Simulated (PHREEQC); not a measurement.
Brine: speciation

Dissolve 4 mol/kgw NaOH, 0.025 mol/kgw K2SO4 and 0.63 mol/kgw NaCl at 25 °C. Closed to the air; pH follows from the charge balance.

The numbers come from PHREEQC with the Pitzer model, pitzer.dat.

The pH is 14.71. The ionic strength is 4.71 mol/kgw and the activity of water is 0.815. The density is 1.163 g/cm³ and the osmotic coefficient is 1.217. The total alkalinity is 4000 meq/kg.

```tsv
species	molality	activity	log γ
Na+	4.63	3.95	-0.069
OH-	4.00	4.21	0.022
Cl-	0.630	0.370	-0.231
K+	0.0500	0.0535	0.029
SO4-2	0.0250	0.000439	-1.755
```

This is a speciation only: nothing precipitates in the calculation. In brines, pH and single-ion activities rest on the MacInnes convention.
